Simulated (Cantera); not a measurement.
An adiabatic, constant-volume homogeneous reactor starts with C3H8 : O2 : N2 = 1 : 16.7 : 62.7 (molar parts), equivalence ratio 0.30, at 1550 K and 760 Torr.

Detailed kinetics in Cantera: GRI-Mech 3.0 (53 species, 325 reactions). GRI-Mech 3.0 was tuned for natural gas; its chemistry of propane as a main component is partial and can be far from experiment.

One state of this run: T (K) = 2324; P (bar) = 1.54; x C3H8 = <1e-12; x O2 = 0.136; x H2 = 0.000243; x C2H2 = <1e-12; x NO2 = 1.39e-5. x: mole fraction; the columns are a selection and need not sum to one.

Question: Which value of t (s) does it belong to?
A. 0.178
B. 2.49e-5
C. 0.000314
D. 8.84e-5

Answer: A, 0.178
